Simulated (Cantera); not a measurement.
What does this Cantera script print?

```python
import numpy as np
import cantera as ct

gas_names = """
    C CH CH2 CH3 CH2OH CH3O CH4 CH3OH CO CO2 COOH C2 C2H CHCO,ketyl C2H2,acetylene C2H2,vinylidene
    CH2CO,ketene C2H3,vinyl CH3CO,acetyl C2H4 C2H4O,ethylen CH3CHO,ethanal CH3COOH (HCOOH)2 C2H5 C2H6
    CH3OCH3 C2H5OH C2O C3 C3H3,propargyl C3H4,allene C3H4,propyne C3H4,cyclo- C3H5,allyl C3H6,propylene
    C3H6,cyclo- C3H6O C3H7,n-propyl C3H7,i-propyl C3H8 C3H8O,1propanol C3H8O,2propanol C3O2 C4 C4H2
    C4H4,1,3-cyclo- C4H6,butadiene C4H6,2-butyne C4H6,cyclo- C4H8,1-butene C4H8,cis2-buten
    C4H8,tr2-butene C4H8,isobutene C4H8,cyclo- (CH3COOH)2 C4H9,n-butyl C4H9,i-butyl C4H9,s-butyl
    C4H9,t-butyl C4H10,isobutane C4H10,n-butane C5 C5H6,1,3cyclo- C5H8,cyclo- C5H10,1-pentene
    C5H10,cyclo- C5H11,pentyl C5H11,t-pentyl C5H12,n-pentane C5H12,i-pentane CH3C(CH3)2CH3 C6H2
    C6H5,phenyl C6H5O,phenoxy C6H6 C6H5OH,phenol C6H10,cyclo- C6H12,1-hexene C6H12,cyclo- C6H13,n-hexyl
    C7H7,benzyl C7H8 C7H8O,cresol C7H14,1-heptene C7H15,n-heptyl C7H16,n-heptane C8H8,styrene
    C8H10,ethylbenz C8H16,1-octene C8H17,n-octyl C8H18,isooctane C8H18,n-octane C9H19,n-nonyl
    C10H8,naphthale C10H21,n-decyl C12H9,o-bipheny C12H10,bipheny H HCO HO2 H2 HCHO,formaldehy HCOOH H2O
    H2O2 O OH O2 O3
""".split()
cond_names = """
    C(gr) C6H6(L) C7H8(L) C8H18(L),n-octa H2O(s) H2O(L)
""".split()


def load(file, names, dense=False):
    # The tables refer to 1 bar. Condensed volumes are neglected.
    table = {s.name: s for s in ct.Species.list_from_file(file)}
    out = []
    for n in names:
        d = dict(table[n].input_data)
        d["thermo"] = dict(d["thermo"], **{"reference-pressure": 1e5})
        if dense:
            d["equation-of-state"] = {"model": "constant-volume", "density": "1e6 g/cm^3"}
        out.append(ct.Species.from_dict(d))
    return out


gas = ct.Solution(thermo="ideal-gas", species=load("nasa_gas.yaml", gas_names))
cond = {s.name: ct.Solution(thermo="fixed-stoichiometry", species=[s], name=s.name)
        for s in load("nasa_condensed.yaml", cond_names, dense=True)}
atoms = {
    'C6H6': {'C': 6, 'H': 6},
    'O2': {'O': 2},
    'H2': {'H': 2},
}
top_T = {'C(gr)': 4500}  # K; cautious upper limits of use, not melting points


def equilibrate(T, P, feed):
    n = {}
    for name, mol in feed.items():
        for a, k in atoms[name].items():
            n[a] = n.get(a, 0.0) + k * mol
    gas.TPX = T, P, n
    mass = sum(n.values()) * gas.mean_molecular_weight
    gas.equilibrate("TP")
    valid = [c for c in cond.values() if c.min_temp <= T <= top_T.get(c.name, c.max_temp)]
    mix = ct.Mixture([(gas, mass / gas.mean_molecular_weight)] + [(c, 0.0) for c in valid])
    mix.T, mix.P = T, P
    mix.equilibrate("TP", solver="vcs", rtol=1e-11, max_steps=5000)
    return mix


results = []
feed = {'C6H6': 1, 'O2': 0.12, 'H2': 1.1}  # mol
P = 133.322  # Pa
for T in [1073, 1173, 1273, 1373, 1473, 1573, 1673, 1773, 1873, 1973, 2073, 2173]:
    mix = equilibrate(T, P, feed)
    results.append((T, P, feed, dict(zip(mix.species_names, mix.species_moles))))
    x = sorted(zip(gas.X, gas.species_names), reverse=True)
    print(f"T = {T:g} K  P = {P:g} Pa  gas = {mix.phase_moles(0):.4g} mol")
    print("   x: " + "  ".join(f"{s} {v:.3e}" for v, s in x if v > 1e-06))
    print("   condensed (mol): " + ("  ".join(f"{mix.phase(i).name} {mix.phase_moles(i):.4g}"
          for i in range(1, mix.n_phases) if mix.phase_moles(i) > 1e-12) or "none"))
```

It prints:

```
T = 1073 K  P = 133.322 Pa  gas = 4.34 mol
   x: H2 9.446e-01  CO 5.529e-02  CH4 5.467e-05  H2O 9.053e-06
   condensed (mol): C(gr) 5.76
T = 1173 K  P = 133.322 Pa  gas = 4.34 mol
   x: H2 9.447e-01  CO 5.530e-02  CH4 2.315e-05  H 3.138e-06  H2O 2.472e-06
   condensed (mol): C(gr) 5.76
T = 1273 K  P = 133.322 Pa  gas = 4.34 mol
   x: H2 9.447e-01  CO 5.530e-02  H 1.898e-05  CH4 1.118e-05
   condensed (mol): C(gr) 5.76
T = 1373 K  P = 133.322 Pa  gas = 4.34 mol
   x: H2 9.446e-01  CO 5.530e-02  H 8.864e-05  CH4 5.990e-06  C2H2,acetylene 1.632e-06
   condensed (mol): C(gr) 5.76
T = 1473 K  P = 133.322 Pa  gas = 4.341 mol
   x: H2 9.444e-01  CO 5.529e-02  H 3.367e-04  C2H2,acetylene 6.144e-06  CH4 3.491e-06
   condensed (mol): C(gr) 5.76
T = 1573 K  P = 133.322 Pa  gas = 4.342 mol
   x: H2 9.436e-01  CO 5.527e-02  H 1.082e-03  C2H2,acetylene 1.948e-05  CH4 2.178e-06
   condensed (mol): C(gr) 5.76
T = 1673 K  P = 133.322 Pa  gas = 4.347 mol
   x: H2 9.417e-01  CO 5.522e-02  H 3.027e-03  C2H2,acetylene 5.366e-05  CH4 1.435e-06
   condensed (mol): C(gr) 5.76
T = 1773 K  P = 133.322 Pa  gas = 4.356 mol
   x: H2 9.372e-01  CO 5.509e-02  H 7.543e-03  C2H2,acetylene 1.312e-04
   condensed (mol): C(gr) 5.759
T = 1873 K  P = 133.322 Pa  gas = 4.377 mol
   x: H2 9.279e-01  CO 5.483e-02  H 1.703e-02  C2H2,acetylene 2.895e-04
   condensed (mol): C(gr) 5.757
T = 1973 K  P = 133.322 Pa  gas = 4.418 mol
   x: H2 9.098e-01  CO 5.432e-02  H 3.525e-02  C2H2,acetylene 5.828e-04
   condensed (mol): C(gr) 5.755
T = 2073 K  P = 133.322 Pa  gas = 4.492 mol
   x: H2 8.780e-01  H 6.749e-02  CO 5.343e-02  C2H2,acetylene 1.076e-03  C2H 1.967e-06
   condensed (mol): C(gr) 5.75
T = 2173 K  P = 133.322 Pa  gas = 4.617 mol
   x: H2 8.261e-01  H 1.201e-01  CO 5.198e-02  C2H2,acetylene 1.823e-03  C2H 8.509e-06  C4H2 1.636e-06  C3 1.041e-06
   condensed (mol): C(gr) 5.743
```

Cantera equilibrium calculation (NASA polynomials, part measured and part estimated; ideal gas, pure solids and liquids).
